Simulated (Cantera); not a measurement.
Charge: 1 mol Si, 5.8 mol HCl, 15 mol H2, equilibrated at 12000 Torr.

These are equilibrium values from Cantera (NASA tables, ideal gas, pure condensed phases), not measurements of a reactor. Candidate condensed phases: Si; 19 gas species. The tables' values for SiCl3 are old estimates; treat these amounts as uncertain. Rates play no part.

x: gas mole fraction; nothing condenses.

```
T (K)   x H2   x HCl  x SiCl4  x SiHCl3   x SiCl3   x SiCl2
-----  -----  ------  -------  --------  --------  --------
573    0.859  0.0909   0.0505   6.73e-6  2.09e-12    <1e-12
648    0.859  0.0909   0.0505   3.72e-5  1.57e-10    <1e-12
723    0.858  0.0911   0.0504       [?]   4.75e-9    <1e-12
798    0.858  0.0913   0.0501  0.000415   7.44e-8  1.25e-11
873    0.858  0.0919   0.0495  0.000990   7.13e-7  6.04e-10
948    0.857  0.0929   0.0485   0.00201   4.67e-6   1.52e-8
1023   0.855  0.0946   0.0469       [?]   2.25e-5       [?]
1098   0.853  0.0969   0.0446   0.00571   8.46e-5   2.26e-6
1173   0.850  0.0999   0.0417   0.00827  0.000259   1.58e-5
1248   0.846   0.104   0.0383    0.0110  0.000664   8.30e-5
1323   0.841   0.108   0.0343    0.0136   0.00146  0.000339
1398   0.836   0.114   0.0298    0.0154   0.00278   0.00111
1473   0.829   0.120   0.0249    0.0161   0.00463   0.00294
1548   0.821   0.129   0.0197    0.0153   0.00668   0.00636
```

Q: Some entries are withheld; supply them.

A: 
- 1023, x SiHCl3: 0.00359
- 1023, x SiCl2: 2.28e-7
- 723, x SiHCl3: 0.000142
